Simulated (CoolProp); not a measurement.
Benzene along the isobar 229 bar: fugacity coefficient from the reference equation and from simpler models built on Tc = 562.0 K, pc = 49.06 bar, ω = 0.211; each cubic takes its own stable root.

Values from CoolProp's reference Helmholtz-energy equation of state, Thol 2012.

```tsv
T (K)	phase	reference
433.8	liquid	0.05309
460.4	liquid	0.08029
487	liquid	0.1143
513.6	liquid	0.1547
540.2	liquid	0.2007
566.8	supercritical	0.2513
593.4	supercritical	0.3051
620	supercritical	0.3609
```

Question: How far does each simpler model (van der Waals, Soave-Redlich-Kwong, Peng-Robinson) lie from the reference over these 8 states: mean and median of the absolute difference, and the worst?

Answer: 
- van der Waals: mean 70.4 %, median 53.2 %, worst +182.5 % at 433.8 K and 229 bar
- Soave-Redlich-Kwong: mean 8.3 %, median 8.6 %, worst +8.9 % at 566.8 K and 229 bar
- Peng-Robinson: mean 1.6 %, median 1.5 %, worst -2.6 % at 433.8 K and 229 bar
